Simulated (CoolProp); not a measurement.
c-C4F8 (RC318) along the isotherm -34.85 °C: density (kg/m³) from the reference equation and from simpler models built on Tc = 115.2 °C, pc = 2.778 MPa, ω = 0.355; each cubic takes its own stable root.

Values from CoolProp's reference Helmholtz-energy equation of state, Platzer 1990. This equation is an older, rougher fit; its heat capacities, sound speeds and derivatives of the liquid may be far off and weren't checked against measurements.

```csv
p (MPa),phase,reference,van der Waals,Redlich-Kwong,Peng-Robinson
0.0132,gas,1.343,1.338,1.341,1.343
0.0234,gas,2.396,2.381,2.389,2.395
0.0417,liquid,1713,4.269,…,1824
0.0741,liquid,1713,7.673,1544,1824
0.132,liquid,1714,13.96,1545,1824
0.234,liquid,1714,25.79,1545,1825
0.417,liquid,1715,…,1547,1826
0.741,liquid,1716,1056,…,1827
1.32,liquid,1717,1061,1553,…
2.34,liquid,1720,1070,1561,1834
```

Fill in the missing entries.


- 0.0417, Redlich-Kwong: 4.296
- 0.417, van der Waals: 1052
- 0.741, Redlich-Kwong: 1549
- 1.32, Peng-Robinson: 1830

At some of these states van der Waals, Redlich-Kwong gives the other phase, because its saturation line lies elsewhere.
